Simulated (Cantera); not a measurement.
Feed: 1 mol Si, 2.9 mol Br₂, equilibrated at 648 K and 0.0510 Torr.

Method: chemical equilibrium by Gibbs-energy minimisation in Cantera with the NASA 1993 tables (ideal gas, pure condensed phases). Candidate condensed phases: Br₂, Si; 9 gas species. Equilibrium is a limit: real reactors are often held back by kinetics, nucleation or transport.

Base state: SiBr₄ 0.526, Br₂ 0.473, Br 0.000816 (mole fractions); condensed: gas only.

Question: What changes in the equilibrium state with this change: temperature from 648 K to 1173.15 K?

Answer: 
```json
[
 {"species": "Br", "before": "0.000816", "after": "0.611"},
 {"species": "SiBr₄", "before": "0.526", "after": "0.364"},
 {"species": "Br₂", "before": "0.473", "after": "0.0236"},
 {"species": "SiBr₃", "before": "<1e-9", "after": "0.00113"},
 {"species": "SiBr₂", "before": "<1e-9", "after": "0.000276"}
]
```
The tables' values for SiBr₃ are old estimates; treat these amounts as uncertain.
